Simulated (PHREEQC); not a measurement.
Acid rinse or clean (model solution)

Make-up at 25 °C: 0.034 mol/kgw H2SO4, 4.2e-05 mol/kgw NaCl and 0.0007 mol/kgw MgCl2. Closed to the air; pH follows from the charge balance.

Model: ion-association model, phreeqc.dat, run in PHREEQC.

The pH is 1.42 and the ionic strength is 0.0579 mol/kgw. The specific conductance comes out as 16100 µS/cm and the density is 0.999 g/cm³. The total alkalinity is -68.0 meq/kg.

```csv
species,molality,activity,log γ
H+,0.0454,0.0385,-0.072
HSO4-,0.0226,0.0184,-0.090
SO4-2,0.0111,0.00492,-0.354
Cl-,0.00144,0.00116,-0.094
Mg+2,0.000457,0.000214,-0.331
MgSO4,0.000243,0.000246,0.006
Na+,4.10e-5,3.35e-5,-0.088
```

No solid was allowed to form. Species that the database lacks are ignored.
